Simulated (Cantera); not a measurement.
Feed: 1 mol AlCl3, 20 mol N2, 7.6 mol NH3, equilibrated at 0.100 bar.

Method: chemical equilibrium by Gibbs-energy minimisation in Cantera with the NASA 1993 tables (ideal gas, pure condensed phases). Candidate condensed phases: Al, AlCl3, AlN, NH4Cl; 20 gas species. The tables' values for AlCl2 are old estimates; treat these amounts as uncertain. The numbers say what is thermodynamically allowed, not how fast it happens. All values below are at 975 °C.

Base state: N2 0.650, H2 0.291, HCl 0.0468, AlCl3 0.0120, AlCl2 3.48e-5 (mole fractions); condensed: AlN(s).

Question: What changes in the equilibrium state with this change: 1.8 mol H2O added?

Answer: 
```
species         before    after
-------------  -------  -------
N2               0.650    0.618
H2               0.291    0.296
HCl             0.0468   0.0779
AlCl3           0.0120  4.00e-8
H2O                  0  0.00779
AlCl2          3.48e-5    <1e-9
AlN(s), mol      0.565        0
Al2O3(s), mol        0    0.500
```
Further candidate phases: Al2O3, H2O.
